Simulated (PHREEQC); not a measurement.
Reverse-osmosis permeate (model solution)

Synthetic water in mg/kgw, 20 °C, pH 6.06, pe 12:

| constituent | mg/kgw |
|---|---|
| Na | 7.81 |
| K | 1.43 |
| Ca | 4.2 |
| Mg | 2.29 |
| Cl | 14.3 |
| S(6) as SO4 | 6.97 |
| Alkalinity as HCO3 | 13.8 |
| O(0) (dissolved oxygen) | 0.0177 |
| Cd | 0.00947 |

Valence states are taken as typed.

Equilibrium calculation in PHREEQC: ion-association model, wateq4f.dat.

- ionic strength: 0.00104 mol/kgw
- charge-balance error: 0.0 %

| species | molality | activity | log γ |
|---|---|---|---|
| CO2 | 0.000459 | 0.000459 | 0.000 |
| Cl- | 0.000403 | 0.000389 | -0.016 |
| Na+ | 0.000340 | 0.000328 | -0.016 |
| HCO3- | 0.000227 | 0.000219 | -0.015 |
| Ca+2 | 0.000103 | 8.98e-5 | -0.062 |
| Mg+2 | 9.30e-5 | 8.07e-5 | -0.061 |
| SO4-2 | 7.04e-5 | 6.10e-5 | -0.062 |
| K+ | 3.66e-5 | 3.53e-5 | -0.016 |
| CaSO4 | 1.04e-6 | 1.04e-6 | 0.000 |
| MgSO4 | 1.01e-6 | 1.01e-6 | 0.000 |
| H+ | 9.01e-7 | 8.71e-7 | -0.015 |
| O2 | 5.53e-7 | 5.53e-7 | 0.000 |
| CaHCO3+ | 2.38e-7 | 2.30e-7 | -0.015 |

No solid was allowed to form.
